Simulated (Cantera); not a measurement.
Charge: 1 mol SiH4, 0.041 mol HCl, 96 mol N2, at 133 Pa.

Method: chemical equilibrium by Gibbs-energy minimisation in Cantera with the NASA 1993 tables (ideal gas, pure condensed phases). Candidate condensed phases: NH4Cl, Si, Si3N4; 28 gas species. N2 is the only nitrogen source here; it is nearly inert below about 1500 K, so the nitride shown seldom forms there in practice. Rates play no part.

### Question
Which condensed phases are stable at each of these points (T (K)): 875, 950, 1025, 1100, 1175, 1250, 1325, 1400, 1475, 1550, 1625, 1700?

### Answer
```
T (K)  condensed phases  Si condensed (%)
-----  ----------------  ----------------
875            Si3N4(s)             100.0
950            Si3N4(s)             100.0
1025           Si3N4(s)             100.0
1100           Si3N4(s)             100.0
1175           Si3N4(s)             100.0
1250           Si3N4(s)             100.0
1325           Si3N4(s)             100.0
1400           Si3N4(s)             100.0
1475           Si3N4(s)             100.0
1550           Si3N4(s)              99.9
1625           Si3N4(s)              99.2
1700              Si(l)              94.1
```

From 875 K to 1625 K the condensed part is Si3N4(s). At 1700 K the condensed part is Si(l).
